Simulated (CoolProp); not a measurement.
Properties of n-hexane along the isotherm 427.4 K (Tc = 507.8 K, pc = 3.044 MPa, ω = 0.300).

Values from CoolProp's reference Helmholtz-energy equation of state, Thol 2019.

| p (MPa) | phase | Z | expansivity (1/kK) |
|---|---|---|---|
| 2.17 | liquid | 0.1010 | 2.627 |
| 4.35 | liquid | 0.1991 | 2.329 |
| 6.52 | liquid | 0.2943 | 2.117 |
| 8.7 | liquid | … | 1.955 |
| 10.9 | liquid | 0.4806 | 1.826 |
| 13 | liquid | … | 1.724 |
| 15.2 | liquid | 0.6579 | 1.634 |
| 17.4 | liquid | 0.7469 | 1.558 |
| 19.6 | liquid | 0.8348 | 1.492 |
| 21.7 | liquid | 0.9179 | 1.436 |
| 23.9 | liquid | 1.004 | 1.384 |
| 26.1 | liquid | 1.090 | 1.337 |
| 28.3 | liquid | … | 1.295 |
| 30.4 | liquid | 1.255 | … |

Q: Some entries are withheld; supply them.

A: 
- 8.7, Z: 0.3879
- 13, Z: 0.5678
- 28.3, Z: 1.174
- 30.4, expansivity (1/kK): 1.259
